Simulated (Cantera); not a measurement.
An isothermal, constant-pressure homogeneous reactor starts with 0.853 % H₂, 99.1 % O₂, equivalence ratio 0.0043, at 975 K and 15.8 Torr.

Model: the H2/O2 subset of GRI-Mech 3.0, which has no nitrogen chemistry, integrated in Cantera. Radical loss at walls, strong at low pressure, is not modelled.

x: mole fraction; the columns are a selection and need not sum to one.

| t (s) | x H₂ | x O₂ | x HO₂ | x H₂O₂ | x H | x H₂O |
|---|---|---|---|---|---|---|
| 3.00e-5 | 0.00853 | 0.991 | 1.93e-12 | <1e-12 | 1.66e-12 | <1e-12 |
| 8.42e-5 | 0.00853 | 0.991 | 5.44e-12 | <1e-12 | 3.71e-12 | <1e-12 |
| 0.000236 | 0.00853 | 0.991 | 1.54e-11 | <1e-12 | 6.99e-12 | 2.11e-12 |
| 0.000662 | 0.00853 | 0.991 | 4.40e-11 | <1e-12 | 1.51e-11 | 2.64e-11 |
| 0.00186 | 0.00853 | 0.991 | 1.33e-10 | <1e-12 | 7.10e-11 | 3.79e-10 |
| 0.00521 | 0.00853 | 0.991 | 1.14e-9 | <1e-12 | 3.39e-9 | 2.63e-8 |
| 0.0146 | ? | 0.991 | 4.60e-6 | 4.12e-8 | 0.000144 | 0.000903 |
| 0.0410 | ? | 0.989 | 2.54e-6 | 3.47e-8 | 0.000119 | 0.00835 |
| 0.115 | ? | 0.991 | 1.13e-6 | 2.24e-8 | 1.25e-5 | 0.00851 |
| 0.323 | ? | 0.991 | 4.28e-7 | 1.70e-8 | 9.30e-7 | 0.00854 |
| 0.906 | ? | 0.991 | 1.26e-7 | 9.95e-9 | 5.79e-8 | 0.00856 |
| 2.54 | ? | 0.991 | 3.10e-8 | 4.15e-9 | 3.98e-9 | 0.00856 |
| 7.13 | ? | 0.991 | 7.59e-9 | 1.38e-9 | 3.62e-10 | 0.00856 |
| 20.0 | 6.83e-10 | 0.991 | 2.05e-9 | 4.35e-10 | 4.39e-11 | 0.00856 |

Question: Complete the blanks.

Answer: 
- 0.0146, x H₂: 0.00739
- 0.0410, x H₂: 4.84e-5
- 0.115, x H₂: 6.16e-6
- 0.323, x H₂: 1.01e-6
- 0.906, x H₂: 1.41e-7
- 2.54, x H₂: 1.96e-8
- 7.13, x H₂: 3.23e-9
